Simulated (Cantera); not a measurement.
A closed system holds: 1 mol Si, 2.8 mol Cl₂, 0.17 mol H₂, 7.8 mol F₂, at 0.240 bar.

Cantera equilibrium calculation (NASA polynomials, part measured and part estimated; ideal gas, pure solids and liquids). Candidate condensed phases: Si; 37 gas species. Equilibrium is a limit: real reactors are often held back by kinetics, nucleation or transport. All values below are at 725 K.

Base state: ClF 0.526, F₂ 0.211, SiF₄ 0.113, ClF₃ 0.109, HF 0.0386, F 0.00219 (mole fractions); condensed: gas only.

What changes in the equilibrium state with this change: F₂ from 7.8 to 1.9 mol?


```
species   before    after
-------  -------  -------
Cl₂      2.29e-8    0.654
SiF₄       0.113    0.245
HCl        <1e-9   0.0878
ClF        0.526    <1e-9
F₂         0.211    <1e-9
ClF₃       0.109    <1e-9
SiCl₄      <1e-9   0.0129
HF        0.0386  1.24e-5
F        0.00219    <1e-9
```
